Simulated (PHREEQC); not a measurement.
Consider water at 25 °C with 0.067 mol/kgw CdSO4, 6.8e-05 mol/kgw Na2SO4 and 4.4e-05 mol/kgw HCl. It is in equilibrium with CO2 at log p = -2 (atm). Otherwise closed; pH follows from the charge balance.

Equilibrium calculation in PHREEQC: ion-association model, wateq4f.dat.

This is a speciation only: nothing precipitates in the calculation.

### Question
Predict the pH, ionic strength.

### Answer
pH 4.62; ionic strength 0.130 mol/kgw.

### Question
In which forms is C present?

### Answer
CO2 97 %, HCO3- 2.4 %, CdHCO3+ 0.9 % of the C.

Complexes and solids missing from the database can't appear.
